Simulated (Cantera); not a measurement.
An adiabatic, constant-volume homogeneous reactor starts with 1.19 % C3H8, 8.23 % O2, 90.6 % N2, at 1550 K and 4.93 atm.

Detailed kinetics in Cantera: GRI-Mech 3.0 (53 species, 325 reactions). GRI-Mech 3.0 was tuned for natural gas; its chemistry of propane as a main component is partial and can be far from experiment.

x: mole fraction; the columns are a selection and need not sum to one.

```json
[
 {"t (s)": "2.00e-6", "T (K)": "1547", "P (bar)": "4.99", "x C3H8": "0.0114", "x O2": "0.0822", "x C2H6": "1.05e-5", "x CO": "2.55e-6", "x HO2": "3.61e-5", "x NO": "2.01e-12", "x C2H": "<1e-12"},
 {"t (s)": "6.19e-6", "T (K)": "1544", "P (bar)": "4.99", "x C3H8": "0.0102", "x O2": "0.0817", "x C2H6": "0.000229", "x CO": "6.40e-5", "x HO2": "3.82e-5", "x NO": "4.21e-11", "x C2H": "5.53e-11"},
 {"t (s)": "1.92e-5", "T (K)": "1558", "P (bar)": "5.07", "x C3H8": "0.00529", "x O2": "0.0783", "x C2H6": "0.00103", "x CO": "0.00129", "x HO2": "0.000114", "x NO": "7.44e-10", "x C2H": "4.45e-9"},
 {"t (s)": "5.93e-5", "T (K)": "2250", "P (bar)": "7.40", "x C3H8": "<1e-12", "x O2": "?", "x C2H6": "<1e-12", "x CO": "?", "x HO2": "?", "x NO": "?", "x C2H": "<1e-12"},
 {"t (s)": "0.000184", "T (K)": "2346", "P (bar)": "7.67", "x C3H8": "<1e-12", "x O2": "0.0229", "x C2H6": "<1e-12", "x CO": "0.00175", "x HO2": "2.19e-6", "x NO": "0.000133", "x C2H": "<1e-12"},
 {"t (s)": "0.000568", "T (K)": "2352", "P (bar)": "7.69", "x C3H8": "<1e-12", "x O2": "0.0227", "x C2H6": "<1e-12", "x CO": "0.00130", "x HO2": "2.01e-6", "x NO": "0.000253", "x C2H": "<1e-12"},
 {"t (s)": "0.00176", "T (K)": "2351", "P (bar)": "7.69", "x C3H8": "<1e-12", "x O2": "0.0225", "x C2H6": "<1e-12", "x CO": "0.00130", "x HO2": "1.99e-6", "x NO": "?", "x C2H": "<1e-12"},
 {"t (s)": "0.00545", "T (K)": "2349", "P (bar)": "7.68", "x C3H8": "<1e-12", "x O2": "0.0221", "x C2H6": "<1e-12", "x CO": "0.00130", "x HO2": "1.95e-6", "x NO": "0.00152", "x C2H": "<1e-12"},
 {"t (s)": "0.0169", "T (K)": "2343", "P (bar)": "7.66", "x C3H8": "<1e-12", "x O2": "0.0211", "x C2H6": "<1e-12", "x CO": "0.00128", "x HO2": "1.86e-6", "x NO": "0.00343", "x C2H": "<1e-12"},
 {"t (s)": "0.0522", "T (K)": "2338", "P (bar)": "7.64", "x C3H8": "<1e-12", "x O2": "0.0202", "x C2H6": "<1e-12", "x CO": "0.00127", "x HO2": "1.77e-6", "x NO": "0.00527", "x C2H": "<1e-12"},
 {"t (s)": "0.162", "T (K)": "2337", "P (bar)": "7.64", "x C3H8": "<1e-12", "x O2": "0.0201", "x C2H6": "<1e-12", "x CO": "0.00127", "x HO2": "1.75e-6", "x NO": "0.00559", "x C2H": "<1e-12"},
 {"t (s)": "0.500", "T (K)": "2337", "P (bar)": "7.64", "x C3H8": "<1e-12", "x O2": "0.0201", "x C2H6": "<1e-12", "x CO": "0.00127", "x HO2": "1.75e-6", "x NO": "0.00559", "x C2H": "<1e-12"}
]
```

### Question
Fill in the missing entries.

### Answer

- 5.93e-5, x O2: 0.0250
- 5.93e-5, x CO: 0.00723
- 5.93e-5, x HO2: 6.31e-6
- 5.93e-5, x NO: 5.82e-5
- 0.00176, x NO: 0.000595
